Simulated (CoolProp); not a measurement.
Properties of oxygen along the isobar 38.1 bar.

Values from CoolProp's reference Helmholtz-energy equation of state, Schmidt 1985. Above 300 K oxygen's equation is extrapolated.

```json
[
 {"T (°C)": "-158.55", "phase": "liquid", "Z": "0.1253", "cv (kJ/(kg K))": "0.8596", "fugacity coefficient": "0.1893"},
 {"T (°C)": "-139.85", "phase": "liquid", "Z": "0.1232", "cv (kJ/(kg K))": "0.8257", "fugacity coefficient": "0.4518"},
 {"T (°C)": "-121.25", "phase": "gas", "Z": "0.6357", "cv (kJ/(kg K))": "0.8337", "fugacity coefficient": "0.7392"},
 {"T (°C)": "-102.55", "phase": "gas", "Z": "0.7850", "cv (kJ/(kg K))": "0.7266", "fugacity coefficient": "0.8190"},
 {"T (°C)": "-83.85", "phase": "gas", "Z": "0.8552", "cv (kJ/(kg K))": "0.6958", "fugacity coefficient": "0.8693"},
 {"T (°C)": "-65.15", "phase": "gas", "Z": "0.8977", "cv (kJ/(kg K))": "0.6808", "fugacity coefficient": "0.9037"},
 {"T (°C)": "-46.45", "phase": "gas", "Z": "0.9258", "cv (kJ/(kg K))": "0.6729", "fugacity coefficient": "0.9282"},
 {"T (°C)": "-27.75", "phase": "gas", "Z": "0.9456", "cv (kJ/(kg K))": "0.6688", "fugacity coefficient": "0.9462"},
 {"T (°C)": "-9.05", "phase": "gas", "Z": "0.9599", "cv (kJ/(kg K))": "0.6670", "fugacity coefficient": "0.9597"},
 {"T (°C)": "9.55", "phase": "gas", "Z": "0.9706", "cv (kJ/(kg K))": "0.6667", "fugacity coefficient": "0.9700"},
 {"T (°C)": "28.25", "phase": "gas", "Z": "0.9788", "cv (kJ/(kg K))": "0.6677", "fugacity coefficient": "0.9781"},
 {"T (°C)": "46.95", "phase": "gas", "Z": "0.9851", "cv (kJ/(kg K))": "0.6696", "fugacity coefficient": "0.9844"}
]
```
